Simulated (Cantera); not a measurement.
**Low-pressure radical oxidation in H2/O2**

An isothermal, constant-pressure homogeneous reactor starts with H₂ : O₂ = 0.039 : 1 (molar parts), equivalence ratio 0.019, at 1125 K and 10.00 Torr.

Detailed kinetics in Cantera: the H2/O2 subset of GRI-Mech 3.0, which has no nitrogen chemistry. Radical loss at walls, strong at low pressure, is not modelled. The temperature is held fixed by assumption; the heat of reaction is taken as removed at once.

| t (s) | x H₂ | x O₂ | x O | x H₂O | x H |
|---|---|---|---|---|---|
| 0.000100 | 0.0375 | 0.962 | 3.83e-10 | 1.23e-10 | 4.67e-10 |
| 0.000460 | 0.0375 | 0.962 | 7.10e-9 | 7.10e-9 | 3.32e-9 |
| 0.00211 | 0.0375 | 0.962 | 1.07e-5 | 1.52e-5 | 4.36e-6 |
| 0.00972 | 0.000495 | 0.937 | 0.0221 | 0.0338 | 0.00468 |
| 0.0447 | 0.000214 | 0.951 | 0.00958 | 0.0365 | 0.00132 |
| 0.206 | 2.70e-5 | 0.960 | 0.00120 | 0.0379 | 5.82e-5 |
| 0.946 | 1.73e-6 | 0.962 | 7.86e-5 | 0.0382 | 9.79e-7 |
| 4.35 | 1.42e-7 | 0.962 | 6.65e-6 | 0.0382 | 2.41e-8 |
| 20.0 | 1.81e-8 | 0.962 | 8.62e-7 | 0.0382 | 1.13e-9 |
x: mole fraction; the columns are a selection and need not sum to one.

Equilibrium at this temperature and pressure: H₂ 8.20e-10, O₂ 0.962, O 3.95e-8, H₂O 0.0383, H 1.11e-11 (gas phase only).
